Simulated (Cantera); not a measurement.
## AlN + HCl (nitride etching)

Input: 1 mol AlN, a varied amount of HCl, held at 1325 K and 1300 Pa.

Equilibrium computed with Cantera from the NASA thermochemical tables; the gas is ideal and each condensed phase is pure. Candidate condensed phases: Al, AlCl3, AlN, NH4Cl; 20 gas species. The tables' values for AlCl2 are old estimates; treat these amounts as uncertain. Rates play no part.

From 2.2 mol HCl to 2.8 mol HCl the condensed part is AlN(s). From 3.5 mol HCl to 23 mol HCl nothing is condensed. The main Al-bearing gas is AlCl3 throughout.

```tsv
n(HCl) (mol)	x HCl	x H2	x AlCl3	x N2	x AlCl2	x AlCl	n AlN(s)
2.2	0.126	0.436	0.288	0.146	0.00333	0.000630	0.356
2.8	0.126	0.436	0.288	0.146	0.00333	0.000630	0.180
3.5	0.146	0.426	0.282	0.143	0.00276	0.000444	0
4.5	0.334	0.333	0.221	0.111	0.000838	5.22e-5	0
5.6	0.465	0.268	0.178	0.0893	0.000435	1.75e-5	0
7.2	0.583	0.208	0.139	0.0694	0.000238	6.71e-6	0
9.1	0.670	0.165	0.110	0.0549	0.000146	3.18e-6	0
11	0.727	0.136	0.0908	0.0455	0.000101	1.85e-6	0
15	0.800	0.1000	0.0666	0.0333	5.78e-5	8.23e-7	0
18	0.833	0.0833	0.0555	0.0278	4.22e-5	5.27e-7	0
23	0.870	0.0652	0.0434	0.0217	2.80e-5	2.96e-7	0
```
x: gas mole fraction; n: condensed amount in mol.
